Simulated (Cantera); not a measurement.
An isothermal plug-flow reactor at 950 K and 2250 Torr (inlet), inlet velocity 4.8 m/s, active area per volume 2400 1/m; feed H2 : O2 : N2 : H2O = 0.0061 : 0.03 : 0.79 : 0.0063 (molar parts), equivalence ratio 0.10.

Cantera simulation using Deutschmann's 1995 Pt surface mechanism with GRI-Mech 3.0 gas chemistry; the numbers are that mechanism's predictions, not measurements. Catalytic surfaces can have several steady states; this one follows from the mechanism file's or the stated starting coverage. Mass transfer to the wall is taken as infinitely fast.

x: gas mole fraction; θ: surface coverage.

| z (m) | x H2 | x O2 | x H2O | θ free Pt | θ O* | θ OH* |
|---|---|---|---|---|---|---|
| 0.00018 | [?] | 0.0338 | 0.0122 | 0.219 | 0.777 | 0.00451 |
| 0.00034 | [?] | 0.0332 | 0.0134 | 0.181 | 0.815 | 0.00428 |
| 0.00067 | [?] | 0.0328 | 0.0144 | 0.157 | 0.838 | 0.00412 |
| 0.0013 | [?] | 0.0325 | 0.0149 | 0.148 | 0.848 | 0.00406 |
| 0.0025 | [?] | 0.0325 | 0.0149 | 0.147 | 0.849 | 0.00405 |
| 0.0048 | [?] | 0.0325 | 0.0150 | 0.147 | 0.849 | 0.00405 |
| 0.0092 | 2.01e-11 | 0.0325 | 0.0150 | 0.147 | 0.849 | 0.00405 |
| 0.018 | 2.00e-11 | 0.0325 | 0.0150 | 0.147 | 0.849 | 0.00405 |

Problem. Complete the blanks.

Solution. 
- 0.00018, x H2: 0.00278
- 0.00034, x H2: 0.00155
- 0.00067, x H2: 0.000556
- 0.0013, x H2: 9.37e-5
- 0.0025, x H2: 3.47e-6
- 0.0048, x H2: 6.42e-9
